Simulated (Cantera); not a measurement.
A Cantera script and its output.

```python
import numpy as np
import cantera as ct

gas = ct.Solution("SiF4_NH3_mec.yaml", "gas")
gas.TPX = 1823, 100000, {'NH3': 1, 'H2': 0.1}
reactor = ct.IdealGasConstPressureReactor(gas, energy="off", clone=False)
net = ct.ReactorNet([reactor])
net.rtol, net.atol = 1e-08, 1e-18
show = ['NH3', 'H2', 'N2', 'N2H2', 'NH', 'N2H4', 'N']
times = np.geomspace(2e-05, 2, 10)

steps = ct.SolutionArray(gas, extra=["t"])
rows = []
print(f"{'t/s':>10s}{'T/K':>9s}{'P/Pa':>11s}" + "".join(f"{s:>11s}" for s in show))
for t in times:
    while net.time < t:
        t_next = net.step()
        steps.append(gas.state, t=t_next)
    rows.append([np.interp(t, steps.t, y) for y in (steps.T, steps.P, *steps(*show).X.T)])
    print(f"{t:10.3e}{rows[-1][0]:9.1f}{rows[-1][1]:11.4g}" + "".join(f"{x:11.3e}" for x in rows[-1][2:]))
rate = np.gradient(steps.T, steps.t)
print("integrator steps:", len(steps.t))
if steps.T.max() > steps.T[0] + 200:
    print(f"time of steepest temperature rise: {steps.t[rate.argmax()]:.4e} s")
gas.TPX = 1823, 100000, {'NH3': 1, 'H2': 0.1}
gas.equilibrate("TP")
print(f"equilibrium (TP): T = {gas.T:.1f} K  " + "  ".join(f"{s} {gas[s].X[0]:.3e}" for s in show))
```

It prints:

```
       t/s      T/K       P/Pa        NH3         H2         N2       N2H2         NH       N2H4          N
 2.000e-05   1823.0      1e+05  9.090e-01  9.093e-02  3.108e-09  1.504e-08  2.977e-08  4.316e-09  6.670e-11
 7.188e-05   1823.0      1e+05  9.089e-01  9.098e-02  1.164e-06  2.602e-07  3.892e-07  5.451e-08  3.543e-09
 2.583e-04   1823.0      1e+05  9.081e-01  9.135e-02  8.741e-05  2.199e-06  2.282e-06  3.605e-07  4.454e-08
 9.283e-04   1823.0      1e+05  9.052e-01  9.349e-02  8.368e-04  2.916e-06  2.864e-06  4.618e-07  6.145e-08
 3.336e-03   1823.0      1e+05  8.946e-01  1.013e-01  3.601e-03  2.851e-06  2.887e-06  4.526e-07  6.422e-08
 1.199e-02   1823.0      1e+05  8.583e-01  1.281e-01  1.313e-02  2.633e-06  2.944e-06  4.229e-07  7.233e-08
 4.309e-02   1823.0      1e+05  7.451e-01  2.117e-01  4.279e-02  2.038e-06  2.989e-06  3.425e-07  8.881e-08
 1.549e-01   1823.0      1e+05  4.830e-01  4.051e-01  1.115e-01  1.010e-06  2.736e-06  1.874e-07  1.057e-07
 5.565e-01   1823.0      1e+05  1.658e-01  6.393e-01  1.946e-01  2.141e-07  1.811e-06  4.078e-08  1.015e-07
 2.000e+00   1823.0      1e+05  2.612e-02  7.423e-01  2.312e-01  1.248e-08  6.020e-07  2.099e-09  4.973e-08
integrator steps: 1012
equilibrium (TP): T = 1823.0 K  NH3 8.960e-06  H2 7.616e-01  N2 2.380e-01  N2H2 1.595e-13  NH 2.772e-10  N2H4 3.317e-16  N 2.663e-11
```

Model: the gas-phase N/H chemistry of the illustrative SiF4/NH3 mechanism in the Surface Chemkin manual (1991), integrated in Cantera. Walls and surfaces, which speed up NH3 decomposition in real reactors, are not modelled.
